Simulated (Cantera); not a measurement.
Cantera run, input and output.

```python
import numpy as np
import cantera as ct

gas = ct.Solution("gri30.yaml")
gas.TPX = 500, 13332, {'CH4': 1, 'O2': 2.13, 'N2': 8}
flame = ct.FreeFlame(gas, width=0.16)
flame.set_refine_criteria(ratio=3, slope=0.08, curve=0.16)
flame.transport_model = "mixture-averaged"
flame.solve(loglevel=0, auto=True)
flame.transport_model = "multicomponent"
flame.soret_enabled = True
flame.solve(loglevel=0, refine_grid=True)
z, T = flame.grid, flame.T
thick = (T[-1] - T[0]) / np.gradient(T, z).max()
show = ['CH4', 'O2', 'C2H', 'CH2', 'HCN', 'CO2']
print(f"laminar burning velocity  {flame.velocity[0] * 100:.3f} cm/s")
print(f"burnt temperature         {T[-1]:.1f} K")
print(f"thermal thickness         {thick * 1e3:.4f} mm")
print(f"grid points               {len(z)}")
z0 = z[flame.heat_release_rate.argmax()]
print(f"{'z/mm':>9s}{'T/K':>9s}{'u/(m/s)':>9s}" + "".join(f"{s:>11s}" for s in show))
rows = []
for k in (-3, -2, -1.5, -1, -0.5, -0.25, 0, 0.25, 0.5, 1, 2, 4, 8):
    zz = z0 + k * thick
    rows.append([k * thick, np.interp(zz, z, T), np.interp(zz, z, flame.velocity),
                 *(np.interp(zz, z, flame.X[gas.species_index(s)]) for s in show)])
    print(f"{rows[-1][0] * 1e3:9.3f}{rows[-1][1]:9.1f}{rows[-1][2]:9.3f}" + "".join(f"{x:11.3e}" for x in rows[-1][3:]))
```

Result:

```
laminar burning velocity  131.531 cm/s
burnt temperature         2229.9 K
thermal thickness         2.1056 mm
grid points               161
     z/mm      T/K  u/(m/s)        CH4         O2        C2H        CH2        HCN        CO2
   -6.317    500.0    1.316  8.981e-02  1.913e-01  3.226e-18  5.918e-17  7.996e-13  7.929e-09
   -4.211    500.4    1.318  8.967e-02  1.911e-01 -1.370e-17  1.134e-13  2.939e-11  2.959e-07
   -3.158    502.8    1.326  8.926e-02  1.908e-01  1.037e-16  1.901e-11  2.916e-10  3.003e-06
   -2.106    535.6    1.418  8.624e-02  1.888e-01  2.170e-15  7.994e-09  9.062e-09  9.719e-05
   -1.053    857.0    2.299  6.555e-02  1.650e-01  1.962e-12  5.559e-07  2.448e-07  2.594e-03
   -0.526   1247.8    3.395  3.774e-02  1.262e-01  1.816e-09  1.388e-05  8.072e-07  8.230e-03
    0.000   1627.0    4.481  1.017e-02  7.886e-02  9.299e-08  5.095e-05  1.802e-06  1.811e-02
    0.526   1783.5    4.930  1.026e-03  4.988e-02  7.656e-08  1.436e-05  1.671e-06  2.971e-02
    1.053   1815.8    5.012  5.471e-05  3.883e-02  4.620e-09  8.997e-07  7.649e-07  3.959e-02
    2.106   1838.8    5.053  1.462e-07  3.305e-02  4.993e-12  2.527e-09  1.115e-07  5.104e-02
    4.211   1865.8    5.107  1.648e-11  3.064e-02  1.773e-16  3.178e-13  3.262e-09  5.805e-02
    8.422   1902.5    5.193  4.247e-15  2.936e-02 -2.136e-18  9.268e-17  4.218e-11  6.017e-02
   16.845   1957.0    5.321  1.211e-17  2.783e-02  2.800e-19  1.643e-17  2.445e-13  6.177e-02
```

Computed with Cantera and GRI-Mech 3.0 (53 species, 325 reactions). Burning velocities carry a grid error of a few per cent, more on coarse grids.
